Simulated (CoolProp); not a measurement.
Vapour-liquid equilibrium of acetone (1) + benzene (2) at 136 kPa; x and y are mole fractions of (1).

Computed with CoolProp (multi-fluid Helmholtz-energy mixture model, Lemmon 2006 and Thol 2012; pair parameters Bell 2016).

```
x      bubble temperature (°C)  y at the bubble point  dew temperature at overall composition x (°C)  liquid density (mol/L)
-----  -----------------------  ---------------------  ---------------------------------------------  ----------------------
0.05                      87.0                  0.124                                           88.8                   10.39
0.125                     83.3                  0.269                                           86.9                   10.55
0.2                       80.4                  0.380                                           85.1                   10.72
0.275                     77.9                  0.470                                           83.1                   10.88
0.35                      75.8                  0.546                                           81.2                   11.04
0.425                     74.0                  0.612                                           79.1                   11.21
0.5                       72.5                  0.671                                           77.1                   11.38
0.575                     71.1                  0.725                                           75.0                   11.56
0.65                      69.8                  0.776                                           73.0                   11.75
0.725                     68.6                  0.825                                           71.1                   11.94
0.8                       67.5                  0.873                                           69.2                   12.14
0.875                     66.5                  0.920                                           67.5                   12.35
0.95                      65.6                  0.968                                           65.9                   12.56
```

No azeotrope shows between x = 0.05 and 0.95.

Pair parameters are fitted to limited data, so mixtures are less certain than the pure fluids.
